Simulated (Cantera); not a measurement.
**Catalytic combustion on Pt**

An isothermal plug-flow reactor at 675 K and 0.395 atm (inlet), inlet velocity 2.4 m/s, active area per volume 1200 1/m; feed 2.20 % CO, 5.25 % O₂, 82.9 % N₂, 9.65 % H₂O.

Cantera simulation using Deutschmann's 1995 Pt surface mechanism with GRI-Mech 3.0 gas chemistry; the numbers are that mechanism's predictions, not measurements. Catalytic surfaces can have several steady states; this one follows from the mechanism file's or the stated starting coverage. Mass transfer to the wall is taken as infinitely fast.

```tsv
z (m)	x CO	x O₂	x H₂O	x CO₂	θ free Pt	θ O*	θ OH*	θ CO*
0.00083	0.0216	0.0522	0.0966	0.000475	0.0352	0.00423	0.000559	0.960
0.0018	0.0210	0.0520	0.0966	0.00104	0.0357	0.00433	0.000570	0.959
0.0039	0.0197	0.0514	0.0966	0.00232	0.0370	0.00459	0.000598	0.958
0.0083	0.0168	0.0500	0.0968	0.00531	0.0405	0.00539	0.000678	0.953
0.018	0.00606	0.0448	0.0973	0.0162	0.0789	0.0194	0.00180	0.900
0.039	0.00101	0.0424	0.0976	0.0213	0.0136	0.981	0.00531	0.000200
0.083	0.000369	0.0421	0.0976	0.0219	0.0116	0.983	0.00492	5.31e-5
```
x: gas mole fraction; θ: surface coverage.
